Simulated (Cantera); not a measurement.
Equilibrium for boron, boron nitride and boron oxide: B2O3 + H2 + N2 + NH3

Charge: 1 mol B2O3, 15 mol H2, 75 mol N2, 23 mol NH3, at 52.0 Pa.

These are equilibrium values from Cantera (NASA tables, ideal gas, pure condensed phases), not measurements of a reactor. Candidate condensed phases: B, BN, B2O3, B3O3H3, H2O; 39 gas species. Mutual solubility and eutectic melting of coexisting phases are not modelled. Rates play no part.

From 850 K to 1300 K the condensed part is BN(s) + B2O3(l). From 1450 K to 2350 K nothing is condensed. The main B-bearing gas is HBO2 at 850 K and BO at 2350 K.

```tsv
T (K)	x N2	x H2	x H	x BO	x HBO2	x HBO	n BN(s)	n B2O3(l)
850	0.636	0.364	5.42e-10	<1e-12	4.40e-7	2.61e-10	0.0230	0.988
1000	0.636	0.364	6.00e-8	1.57e-12	1.80e-5	1.35e-7	0.0229	0.987
1150	0.636	0.364	1.97e-6	3.49e-9	0.000262	1.32e-5	0.0321	0.965
1300	0.635	0.362	2.92e-5	1.27e-6	0.00197	0.000435	0.0883	0.742
1450	0.631	0.357	0.000248	6.97e-5	0.00395	0.00358	0	0
1600	0.631	0.356	0.00142	0.000379	0.00440	0.00418	0	0
1750	0.629	0.352	0.00605	0.00141	0.00464	0.00434	0	0
1900	0.624	0.341	0.0203	0.00360	0.00448	0.00377	0	0
2050	0.612	0.316	0.0559	0.00659	0.00361	0.00269	0	0
2200	0.588	0.267	0.128	0.00923	0.00221	0.00159	0	0
2350	0.552	0.191	0.239	0.0107	0.000956	0.000790	0	0
```
x: gas mole fraction; n: condensed amount in mol.
